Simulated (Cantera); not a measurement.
What does this Cantera script print?

```python
import numpy as np
import cantera as ct

surf = ct.Interface("diamond.yaml", "diamond_100")
gas, bulk = surf.adjacent["gas"], surf.adjacent["diamond"]
k = surf.kinetics_species_index(bulk.species_names[0])
cover = ["c6HH", "c6H*", "c6*H", "c6**", "c6HM", "c6B"]

rows, drift = [], 0.0
print(f"{'P':>10s}{'um/h':>11s}" + "".join(f"{s:>11s}" for s in cover))
for v in [560, 940, 1600, 2600, 4400, 7300, 12000, 20000]:
    T, P, xH, xCH3 = 1250, v, 0.00024, 2.8e-05
    gas.TPX = T, P, {"H": xH, "CH3": xCH3, "CH4": 0.029, "H2": 1 - xH - xCH3 - 0.029}
    surf.TP = bulk.TP = T, P
    surf.coverages = "c6H*:0.1, c6HH:0.9"
    surf.advance_coverages(100.0)
    before = surf.coverages
    surf.advance_coverages(100.0)
    drift = max(drift, np.max(np.abs(surf.coverages - before) / (surf.coverages + 1e-9)))
    rate = surf.net_production_rates[k] * bulk.mean_molecular_weight / bulk.density * 3.6e9
    rows.append([rate, *surf[cover].coverages])
    print(f"{v:10.4g}{rate:11.4e}" + "".join(f"{x:11.3e}" for x in rows[-1][1:]))
```

Result:

```
         P       um/h       c6HH       c6H*       c6*H       c6**       c6HM        c6B
       560 2.0928e-03  5.300e-01  3.621e-02  4.220e-01  1.157e-02  1.158e-05  5.679e-12
       940 4.6897e-03  5.301e-01  3.619e-02  4.218e-01  1.155e-02  1.999e-05  1.273e-11
      1600 1.0107e-02  5.301e-01  3.619e-02  4.217e-01  1.153e-02  3.495e-05  2.743e-11
      2600 1.9486e-02  5.302e-01  3.618e-02  4.217e-01  1.152e-02  5.792e-05  5.288e-11
      4400 3.8515e-02  5.301e-01  3.617e-02  4.216e-01  1.151e-02  9.946e-05  1.045e-10
      7300 7.3577e-02  5.301e-01  3.617e-02  4.215e-01  1.150e-02  1.662e-04  1.997e-10
   1.2e+04 1.4068e-01  5.300e-01  3.616e-02  4.214e-01  1.149e-02  2.734e-04  3.817e-10
     2e+04 2.8262e-01  5.298e-01  3.615e-02  4.213e-01  1.148e-02  4.526e-04  7.669e-10
```

Detailed kinetics in Cantera: the Harris–Goodwin 1993 mechanism for the reconstructed diamond (100) surface.
